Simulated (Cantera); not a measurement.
Input: 1 mol B, a varied amount of H2O, at 8.60 mbar.

These are equilibrium values from Cantera (NASA tables, ideal gas, pure condensed phases), not measurements of a reactor. Candidate condensed phases: B, B2O3, B3O3H3, H2O; 23 gas species. Gases not in the tables: H3BO3. The numbers say what is thermodynamically allowed, not how fast it happens.

Task: What condenses at these points (T in K, n(H2O) in mol): (1073, 5.1); (1873, 1.7); (1273, 2.9); (973, 5.1); (973, 2.9)?

Result: 
```json
[
 {"T (K)": "1073", "n(H2O) in mol": "5.1", "condensed phases": "B2O3", "B condensed (%)": "97.9"},
 {"T (K)": "1873", "n(H2O) in mol": "1.7", "condensed phases": "gas only", "B condensed (%)": "0.0"},
 {"T (K)": "1273", "n(H2O) in mol": "2.9", "condensed phases": "B2O3", "B condensed (%)": "95.0"},
 {"T (K)": "973", "n(H2O) in mol": "5.1", "condensed phases": "B2O3", "B condensed (%)": "97.3"},
 {"T (K)": "973", "n(H2O) in mol": "2.9", "condensed phases": "B2O3", "B condensed (%)": "99.1"}
]
```
